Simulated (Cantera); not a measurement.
Thermodynamics of iron carbonyl, mercury and lead vapours, feed Fe(CO)₅ + O₂ + H₂

Feed: 1 mol Fe(CO)₅, 0.38 mol O₂, 0.59 mol H₂, at 1 atm.

Cantera equilibrium calculation (NASA polynomials, part measured and part estimated; ideal gas, pure solids and liquids). Candidate condensed phases: C, C₆H₆, C₇H₈, C₈H₁₈, Fe, Fe(CO)₅, FeO, Fe(OH)₂, Fe(OH)₃, Fe₂O₃, Fe₃O₄, H₂O; 114 gas species. The tables' stoichiometric FeO is somewhat more stable than real wüstite, so its field is too wide. FeO: taken at fixed stoichiometry. Condensed phases not in the tables: cementite and carbon dissolved in iron. Kinetics and transport are ignored.

```
T (°C)   x CO  x CO₂    x H₂   x H₂O  n C(graphite)  n FeO(s)  n Fe(α)  n Fe(γ)
------  -----  -----  ------  ------  -------------  --------  -------  -------
650     0.378  0.457   0.102  0.0605           2.05      1.00        0        0
700     0.548  0.305   0.108  0.0373           1.60      1.00        0        0
750     0.694  0.175   0.109  0.0210           1.11      1.00        0        0
800     0.772  0.123  0.0916  0.0135              0         0     1.00        0
850     0.774  0.121  0.0901  0.0154              0         0     1.00        0
900     0.776  0.119  0.0883  0.0172              0         0     1.00        0
950     0.778  0.117  0.0865  0.0190              0         0        0     1.00
1000    0.779  0.115  0.0848  0.0208              0         0        0     1.00
1050    0.781  0.114  0.0831  0.0224              0         0        0     1.00
1100    0.783  0.112  0.0815  0.0240              0         0        0     1.00
1150    0.784  0.110  0.0800  0.0255              0         0        0    1.000
1200    0.785  0.109  0.0786  0.0270              0         0        0    1.000
1250    0.787  0.108  0.0772  0.0283              0         0        0    1.000
1300    0.788  0.106  0.0759  0.0296              0         0        0    1.000
```
x: gas mole fraction; n: condensed amount in mol.

From 650 °C to 750 °C the condensed part is C(graphite) + FeO(s). From 800 °C to 900 °C the condensed part is Fe(α). From 950 °C to 1300 °C the condensed part is Fe(γ).
